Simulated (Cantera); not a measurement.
Charge: 1 mol (CH3)2SiCl2, 2.7 mol HCl, 46 mol H2, equilibrated at 2100 K and 4.50 Torr.

Method: chemical equilibrium by Gibbs-energy minimisation in Cantera with the NASA 1993 tables (ideal gas, pure condensed phases). Candidate condensed phases: C, C6H6, C7H8, C8H18, Si, SiC; 109 gas species. The feed counts by its element totals alone. The tables' values for SiCl are old estimates; treat these amounts as uncertain. Gases not in the tables: Si2H6 and higher silanes. Rates play no part.

Base state: H2 0.873, HCl 0.0818, H 0.0376, Cl 0.00259, Si 0.00173, SiCl2 0.00128, C2H2 (acetylene) 0.00126, SiCl 0.000221 (mole fractions); condensed: C(graphite) + SiC(s).

**Question.** What changes in the equilibrium state with this change: H2 from 46 to 1.4 mol?

**Answer.** 
```csv
species,before,after
H2,0.873,0.468
HCl,0.0818,0.419
SiCl2,0.00128,0.0626
Cl,0.00259,0.0181
H,0.0376,0.0275
SiCl3,1.43e-6,0.000489
SiCl,0.000221,0.00155
C2H2 (acetylene),0.00126,0.000676
SiH2,1.24e-5,6.65e-6
SiH,6.81e-5,4.98e-5
"C(graphite), mol",1.04,1.54
"SiC(s), mol",0.807,0.445
```
The tables' values for SiCl, SiCl3 are old estimates; treat these amounts as uncertain.
